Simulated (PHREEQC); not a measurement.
Solution (85 °C): 0.00305 mol ZnCl2 and 0.17 mol H3BO3 per kg of water. Closed to the air; pH follows from the charge balance.

The numbers come from PHREEQC with the ion-association model, phreeqc.dat.

```
Quantity                 Result
--------------  ---------------
pH                         4.74
ionic strength  0.00864 mol/kgw
```

```
species  molality  activity   log γ
-------  --------  --------  ------
H3BO3       0.170     0.170   0.001
Cl-       0.00584   0.00523  -0.048
Zn+2      0.00279   0.00182  -0.186
ZnCl+    0.000258  0.000231  -0.048
H+        2.02e-5   1.83e-5  -0.042
H2BO3-    1.48e-5   1.33e-5  -0.048
ZnOH+     5.34e-6   4.78e-6  -0.048
ZnCl2     1.54e-6   1.55e-6   0.001
OH-       1.94e-8   1.74e-8  -0.048
ZnOHCl    1.71e-8   1.71e-8   0.001
ZnCl3-    1.37e-8   1.22e-8  -0.048
```

No solid was allowed to form. Away from 25 °C the constants follow the database's enthalpies or fits; those with neither stay at their 25 °C values.
